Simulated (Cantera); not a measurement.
A closed system holds: 1 mol SiC, 0.97 mol CO2, 2.6 mol H2, at 1.00 bar.

Equilibrium computed with Cantera from the NASA thermochemical tables; the gas is ideal and each condensed phase is pure. Candidate condensed phases: C, C6H6, C7H8, C8H18, H2O, Si, SiC, SiO2; 123 gas species. Mutual solubility and eutectic melting of coexisting phases are not modelled. The tables hold silica as quartz up to 1696 K and as liquid above; real silica turns to tridymite and cristobalite and melts near 1996 K. Gases not in the tables: Si2H6 and higher silanes. The numbers say what is thermodynamically allowed, not how fast it happens.

x: gas mole fraction; n: condensed amount in mol.

```csv
T (K),x H2,x CO,x SiO,x CH4,x H,n C(graphite),n SiC(s),n SiO2(β-quartz),n SiO2(condensed)
1025,0.936,3.05e-7,3.17e-11,0.0643,4.21e-9,1.78,0.0300,0.970,0
1125,0.973,7.21e-6,1.72e-9,0.0273,4.38e-8,1.87,0.0300,0.970,0
1225,0.987,0.000101,4.80e-8,0.0128,3.10e-7,1.91,0.0301,0.970,0
1325,0.992,0.000942,8.04e-7,0.00661,1.63e-6,1.92,0.0312,0.969,0
1425,0.990,0.00638,8.98e-6,0.00369,6.79e-6,1.91,[?],0.962,0
1525,0.964,0.0334,7.26e-5,0.00212,2.32e-5,1.80,[?],0.925,0
1625,0.856,0.142,0.000450,0.00108,6.53e-5,1.29,[?],0.754,0
1725,0.665,0.332,0.00257,0.000334,0.000151,0,0.673,0,0.317
1825,0.654,0.330,0.0153,0.000109,0.000356,0,0.656,0,0.283
1925,0.600,0.324,0.0752,3.44e-5,0.000741,0,[?],0,0.106
2025,0.571,0.320,0.107,2.23e-5,0.00145,0,0.515,0,0
2125,0.570,0.320,0.107,1.94e-5,0.00274,0,0.515,0,0
```

**Question.** Complete the blanks.

**Answer.** 
- 1425, n SiC(s): 0.0383
- 1525, n SiC(s): 0.0748
- 1625, n SiC(s): 0.244
- 1925, n SiC(s): 0.568
